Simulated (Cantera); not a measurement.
A Cantera script and what it prints.

```python
import numpy as np
import cantera as ct

gas_names = """
    H H2 N NH NH2 NH3 N2 N2H2 N2H4 Si SiH SiH2 SiH3 SiH4 SiN Si2 Si2N Si3
""".split()
cond_names = """
    Si(cr) Si(L) Si3N4(a)
""".split()


# ... load() reads the species with a 1 bar reference pressure and builds the phases ...
atoms = {
    'Si3N4': {'Si': 3, 'N': 4},
    'H2': {'H': 2},
}
top_T = {'Si3N4(a)': 2400}  # K; cautious upper limits of use, not melting points


# ... equilibrate(T, P, feed) seeds the gas with the atoms and calls Mixture.equilibrate('TP', solver="vcs", rtol=1e-11, max_steps=5000) ...
results = []
feed = {'Si3N4': 1, 'H2': 0.13}  # mol
P = 670000  # Pa
for T in [2050, 2100, 2150, 2200, 2250, 2300, 2350, 2400, 2450]:
    mix = equilibrate(T, P, feed)
    results.append((T, P, feed, dict(zip(mix.species_names, mix.species_moles))))

top = {s: max(r[3][s] / sum(r[3][g] for g in gas_names) for r in results) for s in gas_names}
cols = sorted((s for s in top if top[s] > 0.001), key=lambda s: -top[s])[:8]
seen = [c for c in cond_names if any(r[3].get(c, 0) > 1e-12 for r in results)]
print("log10 of partial pressures in bar; condensed amounts in mol")
print(f"{'T/K':>10s}" + "".join(f"{s[:9]:>10s}" for s in cols + seen))
for T, P, feed, n in results:
    ng = sum(n[g] for g in gas_names)
    print(f"{T:10.4g}" + "".join(f"{np.log10(max(n[s] / ng * P / 1e5, 1e-99)):10.3f}" for s in cols)
          + "".join(f"{n.get(c, 0):10.4g}" for c in seen))
```

It prints:

```
log10 of partial pressures in bar; condensed amounts in mol
       T/K        H2        N2         H     Si(L)  Si3N4(a)
      2050     0.805    -0.506    -2.242  0.009496    0.9968
      2100     0.787    -0.242    -2.113    0.0182    0.9939
      2150     0.753     0.009    -1.998   0.03505    0.9883
      2200     0.691     0.248    -1.904   0.07015    0.9766
      2250     0.566     0.477    -1.846    0.1582    0.9472
      2300     0.238     0.695    -1.895    0.5552    0.8149
      2350    -0.393     0.798    -2.101     2.999         0
      2400    -0.395     0.798    -1.996     2.998         0
      2450    -0.397     0.798    -1.895     2.998         0
```

Equilibrium computed with Cantera from the NASA thermochemical tables; the gas is ideal and each condensed phase is pure. Mutual solubility and eutectic melting of coexisting phases are not modelled. The tables' values for SiN are old estimates; treat these amounts as uncertain. Gases not in the tables: Si2H6 and higher silanes.
